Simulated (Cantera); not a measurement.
Feed: 1 mol Cr, 0.13 mol N2O, 18 mol H2, at 8500 Pa.

These are equilibrium values from Cantera (NASA tables, ideal gas, pure condensed phases), not measurements of a reactor. Candidate condensed phases: Cr, CrN, Cr2N, Cr2O3, H2O; 29 gas species. Mutual solubility and eutectic melting of coexisting phases are not modelled. Kinetics and transport are ignored.

**Question.** Which condensed phases are stable at each of these points (T (°C)): 677, 827, 977, 1127, 1277, 1427, 1577, 1727, 1877, 2027, 2177, 2327, 2477?

**Answer.** 
```
T (°C)            condensed phases  Cr condensed (%)
------  --------------------------  ----------------
677     Cr(s) + Cr2N(s) + Cr2O3(s)             100.0
827     Cr(s) + Cr2N(s) + Cr2O3(s)             100.0
977               Cr(s) + Cr2O3(s)             100.0
1127              Cr(s) + Cr2O3(s)             100.0
1277              Cr(s) + Cr2O3(s)             100.0
1427              Cr(s) + Cr2O3(s)              99.6
1577                         Cr(s)              96.1
1727                         Cr(s)              75.1
1877                      gas only               0.0
2027                      gas only               0.0
2177                      gas only               0.0
2327                      gas only               0.0
2477                      gas only               0.0
```

From 677 °C to 827 °C the condensed part is Cr(s) + Cr2N(s) + Cr2O3(s). From 977 °C to 1427 °C the condensed part is Cr(s) + Cr2O3(s). From 1577 °C to 1727 °C the condensed part is Cr(s). From 1877 °C to 2477 °C nothing is condensed.
